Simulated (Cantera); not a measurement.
# Premixed flame

A freely propagating, adiabatic, planar premixed flame of CH₄ : C₂H₆ : O₂ : N₂ = 1 : 0.17 : 2.6 : 9.76 (molar parts), unburnt at 700 K and 100000 Pa; mixture-averaged transport, grid criteria slope 0.08 and curve 0.16, no radiation.

Detailed kinetics in Cantera: GRI-Mech 3.0 (53 species, 325 reactions). Burning velocities carry a grid error of a few per cent, more on coarse grids.

```tsv
z (mm)	T (K)	u (m/s)	x CH₄	x C₂H₆	x O₂	x HO₂	x H₂	x HCN
-0.890	700	1.82	0.0738	0.0126	0.192	1.72e-7	0.000936	<1e-8
-0.593	702	1.83	0.0736	0.0125	0.191	3.06e-6	0.00294	<1e-8
-0.445	706	1.84	0.0731	0.0125	0.191	1.17e-5	0.00523	<1e-8
-0.297	746	1.96	0.0705	0.0122	0.187	6.91e-5	0.0101	4.41e-8
-0.148	1060	2.83	0.0539	0.00930	0.160	0.000170	0.0191	6.78e-7
-0.0742	1448	3.92	0.0319	0.00402	0.121	0.000232	0.0241	2.06e-6
0	1831	5.02	0.00884	0.000264	0.0725	0.000139	0.0248	4.63e-6
0.0742	2000	5.50	0.000852	1.23e-6	0.0425	2.40e-5	0.0198	4.50e-6
0.148	2044	5.60	4.07e-5	<1e-8	0.0310	7.79e-6	0.0165	2.01e-6
0.297	2088	5.69	1.00e-7	<1e-8	0.0248	5.67e-6	0.0156	2.60e-7
0.593	2146	5.82	<1e-8	<1e-8	0.0219	4.55e-6	0.0151	<1e-8
1.19	2218	5.98	<1e-8	<1e-8	0.0194	3.49e-6	0.0134	<1e-8
2.37	2298	6.17	<1e-8	<1e-8	0.0165	2.59e-6	0.0111	<1e-8
```
x: mole fraction of selected species; z is measured from the peak of heat release.

```
Item                        Result
------------------------  --------
laminar burning velocity  182 cm/s
thermal thickness         0.297 mm
peak x(HO₂)               0.000234
peak x(H₂)                  0.0254
peak x(HCN)                5.22e-6
grid points                    150
```
